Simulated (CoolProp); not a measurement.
c-C4F8 (RC318) at 378.96 K and 0.471 MPa is compressed adiabatically to 2.52 MPa with isentropic efficiency 0.9. Each further row changes one setting.

The numbers come from the reference Helmholtz-energy equation of state, Platzer 1990 in CoolProp. This equation is an older, rougher fit; its heat capacities, sound speeds and derivatives of the liquid may be far off and weren't checked against measurements.

| case | work (kJ/kg) | final temperature (K) | final density (kg/m³) |
|---|---|---|---|
| as stated | 26.3 | 423.0 | 195 |
| efficiency 1 | 23.7 | 420.6 | 198 |
| efficiency 0.65 | 36.5 | 432.1 | 184 |
